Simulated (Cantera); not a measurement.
Input: 1 mol HgO, 0.11 mol H₂, at 2.30 bar.

Cantera equilibrium calculation (NASA polynomials, part measured and part estimated; ideal gas, pure solids and liquids). Candidate condensed phases: H₂O, Hg, HgO; 10 gas species. Equilibrium is a limit: real reactors are often held back by kinetics, nucleation or transport. All values below are at 1125 K.

Base state: Hg 0.643, O₂ 0.286, H₂O 0.0707 (mole fractions); condensed: gas only.

What changes in the equilibrium state with this change: H₂ from 0.11 to 0.34 mol?


```tsv
species	before	after
Hg	0.643	0.599
H₂O	0.0707	0.204
O₂	0.286	0.198
```
